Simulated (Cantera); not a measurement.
A freely propagating, adiabatic, planar premixed flame of CH₃OH : O₂ : N₂ = 1 : 1.36 : 4.5 (molar parts), equivalence ratio 1.1, unburnt at 425 K and 3680 Torr; mixture-averaged transport, grid criteria slope 0.08 and curve 0.16, no radiation.

Detailed kinetics in Cantera: GRI-Mech 3.0 (53 species, 325 reactions). GRI-Mech 3.0 was tuned for natural gas; its chemistry of methanol as a main component is partial and can be far from experiment. Burning velocities carry a grid error of a few per cent, more on coarse grids.

What does this change do: inlet temperature 425 to 350 K?


| quantity | before | after |
|---|---|---|
| laminar burning velocity | 67.4 cm/s | 49.4 cm/s |
| thermal thickness | 0.0693 mm | 0.0746 mm |
| peak x(CH₄) | 0.000182 | 0.000171 |
| peak x(CH₃) | 0.000131 | 0.000115 |
| peak x(OH) | 0.00940 | 0.00857 |
| peak x(H) | 0.00681 | 0.00622 |

What does this change do: 0.64 parts H2 added?


```json
[
 {"quantity": "laminar burning velocity", "before": "67.4 cm/s", "after": "102 cm/s"},
 {"quantity": "thermal thickness", "before": "0.0693 mm", "after": "0.0520 mm"},
 {"quantity": "peak x(CH₄)", "before": "0.000182", "after": "0.000484"},
 {"quantity": "peak x(CH₃)", "before": "0.000131", "after": "0.000281"},
 {"quantity": "peak x(OH)", "before": "0.00940", "after": "0.00759"},
 {"quantity": "peak x(H)", "before": "0.00681", "after": "0.0128"}
]
```
